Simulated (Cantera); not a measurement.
A perfectly stirred reactor is fed with H₂ : O₂ : N₂ = 0.84 : 1 : 4.3 (molar parts), equivalence ratio 0.42, at 1.00 bar; it is held at 1073 K, and followed from long to short residence time.

Computed with Cantera and GRI-Mech 3.0 (53 species, 325 reactions). The temperature is held fixed by assumption; the heat of reaction is taken as removed at once.

Task: Predict: x(H₂) at τ = 1.90 s; x(O₂) at τ = 1.90 s; x(O) at τ = 1.90 s; x(NO₂) at τ = 1.90 s; x(H₂O) at τ = 1.90 s; x(H₂) at τ = 35.0 ms; x(O₂) at τ = 35.0 ms; x(O) at τ = 35.0 ms; x(NO₂) at τ = 35.0 ms; x(H₂O) at τ = 35.0 ms.

Result: 
```json
{
 "x(H₂) at τ = 1.90 s": "0.00107",
 "x(O₂) at τ = 1.90 s": "0.102",
 "x(O) at τ = 1.90 s": "1.54e-6",
 "x(NO₂) at τ = 1.90 s": "1.23e-8",
 "x(H₂O) at τ = 1.90 s": "0.146",
 "x(H₂) at τ = 35.0 ms": "0.00786",
 "x(O₂) at τ = 35.0 ms": "0.105",
 "x(O) at τ = 35.0 ms": "2.30e-5",
 "x(NO₂) at τ = 35.0 ms": "1.28e-9",
 "x(H₂O) at τ = 35.0 ms": "0.138"
}
```
